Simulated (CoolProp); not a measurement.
Fluorine along the isotherm 88.9 K: Z from the reference equation and from simpler models built on Tc = 144.4 K, pc = 5240 kPa, ω = 0.045; each cubic takes its own stable root.

Computed with CoolProp (reference Helmholtz-energy equation of state, de Reuck 1990).

```json
[
 {"p (kPa)": "1430", "phase": "liquid", "reference": "0.04973", "van der Waals": "0.07236", "Redlich-Kwong": "0.04932", "Peng-Robinson": "0.04395"},
 {"p (kPa)": "2860", "phase": "liquid", "reference": "0.09918", "van der Waals": "0.1437", "Redlich-Kwong": "0.09828", "Peng-Robinson": "0.08762"},
 {"p (kPa)": "4290", "phase": "liquid", "reference": "0.1484", "van der Waals": "0.2142", "Redlich-Kwong": "0.1469", "Peng-Robinson": "[?]"},
 {"p (kPa)": "5710", "phase": "liquid", "reference": "[?]", "van der Waals": "0.2834", "Redlich-Kwong": "0.1949", "Peng-Robinson": "0.1739"},
 {"p (kPa)": "7140", "phase": "liquid", "reference": "0.2456", "van der Waals": "[?]", "Redlich-Kwong": "0.2429", "Peng-Robinson": "0.2168"},
 {"p (kPa)": "8570", "phase": "liquid", "reference": "0.2941", "van der Waals": "0.4207", "Redlich-Kwong": "0.2907", "Peng-Robinson": "0.2594"},
 {"p (kPa)": "10000", "phase": "liquid", "reference": "0.3423", "van der Waals": "[?]", "Redlich-Kwong": "[?]", "Peng-Robinson": "0.3019"},
 {"p (kPa)": "11400", "phase": "liquid", "reference": "0.3893", "van der Waals": "0.5544", "Redlich-Kwong": "0.3845", "Peng-Robinson": "0.3433"},
 {"p (kPa)": "12900", "phase": "liquid", "reference": "[?]", "van der Waals": "0.6245", "Redlich-Kwong": "0.4338", "Peng-Robinson": "0.3874"},
 {"p (kPa)": "14300", "phase": "liquid", "reference": "0.4860", "van der Waals": "0.6895", "Redlich-Kwong": "0.4796", "Peng-Robinson": "0.4285"},
 {"p (kPa)": "15700", "phase": "liquid", "reference": "0.5324", "van der Waals": "0.7541", "Redlich-Kwong": "0.5252", "Peng-Robinson": "0.4693"},
 {"p (kPa)": "17100", "phase": "liquid", "reference": "0.5787", "van der Waals": "0.8183", "Redlich-Kwong": "0.5707", "Peng-Robinson": "0.5100"},
 {"p (kPa)": "18600", "phase": "liquid", "reference": "0.6280", "van der Waals": "0.8868", "Redlich-Kwong": "0.6191", "Peng-Robinson": "0.5534"},
 {"p (kPa)": "20000", "phase": "liquid", "reference": "0.6739", "van der Waals": "0.9504", "Redlich-Kwong": "0.6642", "Peng-Robinson": "0.5938"}
]
```

Question: Some entries are withheld; supply them.

Answer: 
- 4290, Peng-Robinson: 0.1310
- 5710, reference: 0.1970
- 7140, van der Waals: 0.3524
- 10000, van der Waals: 0.4885
- 10000, Redlich-Kwong: 0.3382
- 12900, reference: 0.4394
